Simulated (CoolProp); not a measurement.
Octamethylcyclotetrasiloxane (D4) along the isobar 805 kPa: fugacity coefficient from the reference equation and from simpler models built on Tc = 586.5 K, pc = 1347 kPa, ω = 0.598; each cubic takes its own stable root.

Values from CoolProp's reference Helmholtz-energy equation of state, Thol 2015.

```
T (K)   phase  reference
-----  ------  ---------
500.2  liquid     0.3523
508.2  liquid     0.4015
516.1  liquid     0.4537
524.1  liquid     0.5100
532.1  liquid     0.5696
540.1  liquid     0.6321
548.1  liquid     0.6971
556.1     gas     0.7455
564.1     gas     0.7601
572.1     gas     0.7735
580.1     gas     0.7858
588       gas     0.7971
596       gas     0.8077
604       gas     0.8177
612       gas     0.8270
620       gas     0.8358
```

Q: How far does each simpler model (van der Waals, Redlich-Kwong) lie from the reference over these 16 states: mean and median of the absolute difference, and the worst?

A: 
- van der Waals: mean 24.5 %, median 6.5 %, worst +92.6 % at 500.2 K and 805 kPa
- Redlich-Kwong: mean 13.9 %, median 2.7 %, worst +50.2 % at 500.2 K and 805 kPa

At some of these states van der Waals, Redlich-Kwong gives the other phase, because its saturation line lies elsewhere.
